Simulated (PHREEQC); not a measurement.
Dissolve 0.03 mol H3PO4 and 0.006 mol Na2SO4 per kg of water at 25 °C. Closed to the air; pH follows from the charge balance.

The numbers come from PHREEQC with the ion-association model, phreeqc.dat.

Each row changes one thing in this solution. No solid was allowed to form.

| case | pH | ionic strength (mol/kgw) | H3PO4 (mol/kgw) | H2PO4- (mol/kgw) | SO4-2 (mol/kgw) | HSO4- (mol/kgw) |
|---|---|---|---|---|---|---|
| as made | 2.01 | 0.0267 | 0.0166 | 0.0134 | 0.00366 | 0.00222 |
| H3PO4 from 0.03 to 0.027 mol/kgw | 2.04 | 0.0260 | 0.0145 | 0.0125 | 0.00375 | 0.00213 |
| diluted 2-fold with water | 2.19 | 0.0152 | 0.00687 | 0.00813 | 0.00206 | 0.000906 |
| temperature from 25 to 85 °C | 2.17 | 0.0217 | 0.0183 | 0.0117 | 0.00199 | 0.00392 |
| Na2SO4 from 0.006 to 0.012 mol/kgw | 2.05 | 0.0416 | 0.0157 | 0.0143 | 0.00766 | 0.00390 |
| Na2SO4 from 0.006 to 0.0054 mol/kgw | (withheld) | 0.0253 | 0.0167 | 0.0133 | 0.00327 | 0.00203 |
| Na2SO4 replaced by NaHSO4 at the same molality | (withheld) | 0.0239 | 0.0187 | (withheld) | 0.00327 | 0.00267 |

### Question
What belongs in the gaps?

### Answer

- Na2SO4 from 0.006 to 0.0054 mol/kgw, pH: 2.00
- Na2SO4 replaced by NaHSO4 at the same molality, pH: 1.89
- Na2SO4 replaced by NaHSO4 at the same molality, H2PO4- (mol/kgw): 0.0113

At this temperature some constants are extrapolated from 25 °C, and those without enthalpy data are left unchanged.
